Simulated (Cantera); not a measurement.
Feed: 1 mol CaO, 3 mol Cl2, 3 mol N2, equilibrated at 8.30 Pa.

Method: chemical equilibrium by Gibbs-energy minimisation in Cantera with the NASA 1993 tables (ideal gas, pure condensed phases). Candidate condensed phases: Ca, CaCl2, CaO; 17 gas species. Condensed phases not in the tables: oxide chlorides. Kinetics and transport are ignored.

x: gas mole fraction; n: condensed amount in mol.

| T (K) | x N2 | x Cl | x Cl2 | x CaCl2 | x O2 | x NO | x O | n CaCl2(l) |
|---|---|---|---|---|---|---|---|---|
| 1173 | 0.471 | 0.183 | 0.222 | 0.0445 | 0.0785 | 7.49e-5 | 4.30e-7 | 0.717 |
| 1223 | 0.404 | 0.250 | 0.144 | 0.135 | 0.0673 | 9.41e-5 | 1.15e-6 | 0 |
| 1273 | 0.386 | 0.327 | 0.0941 | 0.129 | 0.0643 | 0.000128 | 2.99e-6 | 0 |
| 1323 | 0.372 | 0.388 | 0.0542 | 0.124 | 0.0619 | 0.000171 | 7.27e-6 | 0 |
| 1373 | 0.363 | 0.427 | ___ | 0.121 | 0.0604 | ___ | ___ | 0 |
| 1423 | 0.358 | 0.448 | 0.0146 | 0.119 | 0.0595 | 0.000295 | 3.61e-5 | 0 |
| 1473 | 0.355 | 0.459 | 0.00742 | 0.119 | 0.0590 | 0.000381 | 7.44e-5 | 0 |
| 1523 | 0.354 | 0.465 | ___ | 0.118 | 0.0587 | ___ | ___ | 0 |
| 1573 | 0.353 | 0.467 | 0.00208 | 0.118 | 0.0585 | 0.000608 | 0.000277 | 0 |
| 1623 | 0.353 | 0.469 | 0.00115 | 0.118 | 0.0582 | 0.000752 | 0.000504 | 0 |
| 1673 | 0.353 | 0.469 | 0.000661 | 0.118 | 0.0579 | 0.000918 | 0.000883 | 0 |

Task: What belongs in the gaps?

Result: 
- 1373, x Cl2: 0.0286
- 1373, x NO: 0.000226
- 1373, x O: 1.66e-5
- 1523, x Cl2: 0.00387
- 1523, x NO: 0.000485
- 1523, x O: 0.000147
